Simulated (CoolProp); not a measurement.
Properties of p-xylene along the isobar 13.5 MPa (Tc = 616.2 K, pc = 3.532 MPa, ω = 0.324).

The numbers come from the reference Helmholtz-energy equation of state, Zhou 2012 in CoolProp.

```csv
T (K),phase,cv (kJ/(kg K)),Joule-Thomson coefficient (K/MPa),Prandtl number,fugacity coefficient
305.8,liquid,1.346,-0.4769,8.27,0.0002577
321.4,liquid,1.394,-0.4575,7.38,0.0005571
337,liquid,1.444,-0.4378,(withheld),(withheld)
352.6,liquid,1.494,-0.4178,6.16,0.002038
368.3,liquid,1.544,-0.3973,5.73,0.003539
383.9,liquid,1.594,-0.3765,5.39,0.005795
399.5,liquid,1.644,-0.3550,5.10,0.009043
415.1,liquid,1.694,(withheld),(withheld),0.01353
430.8,liquid,1.743,-0.3090,4.63,0.01954
446.4,liquid,1.792,-0.2842,4.42,0.02725
462,liquid,1.840,-0.2577,(withheld),(withheld)
477.7,liquid,1.888,-0.2289,4.04,0.04875
```

Fill in the missing entries.


- 337, Prandtl number: 6.70
- 337, fugacity coefficient: 0.001106
- 415.1, Joule-Thomson coefficient (K/MPa): -0.3326
- 415.1, Prandtl number: 4.85
- 462, Prandtl number: 4.23
- 462, fugacity coefficient: 0.03690

Viscosity comes from a separate model (Balogun 2015). Thermal conductivity comes from a separate model (Mylona 2014).
